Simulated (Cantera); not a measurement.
## Moist CO burnout

An isothermal, constant-pressure homogeneous reactor starts with 1.90 % CO, 0.428 % O₂, 2.48 % H₂O, 95.2 % N₂, equivalence ratio 2.2, at 1225 K and 555 Torr.

Computed with Cantera and GRI-Mech 3.0 (53 species, 325 reactions).

| t (s) | x CO | x O₂ | x H₂O | x NO₂ | x CO₂ |
|---|---|---|---|---|---|
| 0.000800 | 0.0190 | 0.00428 | 0.0248 | <1e-12 | 3.55e-8 |
| 0.00378 | 0.0176 | 0.00374 | 0.0242 | 2.14e-12 | 0.00145 |
| 0.0179 | 0.00556 | 3.68e-6 | 0.0199 | <1e-12 | 0.0136 |
| 0.0846 | 0.00535 | 7.48e-8 | 0.0197 | <1e-12 | 0.0138 |
| 0.400 | 0.00533 | 2.79e-9 | 0.0197 | <1e-12 | 0.0138 |
| 1.89 | 0.00533 | 1.04e-10 | 0.0197 | <1e-12 | 0.0138 |
| 8.94 | 0.00533 | 4.33e-12 | 0.0197 | <1e-12 | 0.0138 |
| 42.3 | 0.00533 | <1e-12 | 0.0197 | <1e-12 | 0.0138 |
| 200 | 0.00533 | <1e-12 | 0.0197 | <1e-12 | 0.0138 |
x: mole fraction; the columns are a selection and need not sum to one.

Equilibrium at this temperature and pressure: CO 0.00533, O₂ <1e-12, H₂O 0.0197, NO₂ <1e-12, CO₂ 0.0138 (gas phase only).
